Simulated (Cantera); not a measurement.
A freely propagating, adiabatic, planar premixed flame of H₂ : O₂ : N₂ : H₂O = 1 : 0.312 : 1.5 : 0.75 (molar parts), unburnt at 623 K and 3.55 atm; mixture-averaged transport, grid criteria slope 0.08 and curve 0.16, no radiation.

Cantera simulation using the H2/O2 subset of GRI-Mech 3.0, which has no nitrogen chemistry; the numbers are that mechanism's predictions, not measurements. The hydrogen kinetics of GRI-Mech 3.0 are dated; newer H2 mechanisms differ, most at raised pressure. Burning velocities carry a grid error of a few per cent, more on coarse grids.

### Question
Predict: laminar burning velocity; thermal thickness; peak x(O); peak x(HO₂); peak x(H).

### Answer
```json
{
 "laminar_burning_velocity": "349 cm/s",
 "thermal_thickness": "0.0878 mm",
 "peak x(O)": "0.000918",
 "peak x(HO₂)": "0.000842",
 "peak x(H)": "0.0160"
}
```
